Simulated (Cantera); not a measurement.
Feed: 1 mol H₂O, 0.31 mol O₂, 8.3 mol H₂, held at 13300 Pa.

Method: chemical equilibrium by Gibbs-energy minimisation in Cantera with the NASA 1993 tables (ideal gas, pure condensed phases). Candidate condensed phases: H₂O; 22 gas species. Ions and electrons are included (thermal ionisation). Equilibrium is a limit: real reactors are often held back by kinetics, nucleation or transport.

**Question.** At 4727 °C, list the 5 most abundant gas species with their mole fractions, and the condensed phases.

**Answer.** H 0.917, O 0.0799, H₂ 0.00271, OH 0.000440, O₂ 1.74e-5. Condensed: gas only.
